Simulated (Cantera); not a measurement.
Charge: 1 mol Si3N4, 0.049 mol H2, at 2.70 Pa.

Equilibrium computed with Cantera from the NASA thermochemical tables; the gas is ideal and each condensed phase is pure. Candidate condensed phases: Si, Si3N4; 18 gas species. The tables' values for SiN are old estimates; treat these amounts as uncertain. Rates play no part.

x: gas mole fraction; n: condensed amount in mol.

| T (K) | x N2 | x Si | x H | x H2 | x Si2 | n Si(l) |
|---|---|---|---|---|---|---|
| 1850 | 0.734 | 0.239 | 0.0115 | 0.0122 | 0.00167 | 2.33 |
| 1900 | 0.508 | 0.467 | 0.0121 | 0.00632 | 0.00375 | 1.12 |
| 1950 | 0.395 | 0.583 | 0.0127 | (withheld) | 0.00354 | 0 |
| 2000 | 0.394 | 0.586 | (withheld) | (withheld) | (withheld) | 0 |
| 2050 | 0.393 | 0.587 | 0.0164 | 0.00141 | 0.00140 | 0 |
| 2100 | 0.393 | 0.587 | 0.0175 | 0.000853 | 0.000909 | 0 |
| 2150 | 0.393 | 0.588 | 0.0182 | 0.000503 | 0.000601 | 0 |

**Question.** What belongs in the gaps?

**Answer.** 
- 1950, x H2: 0.00330
- 2000, x H: 0.0148
- 2000, x H2: 0.00223
- 2000, x Si2: 0.00221
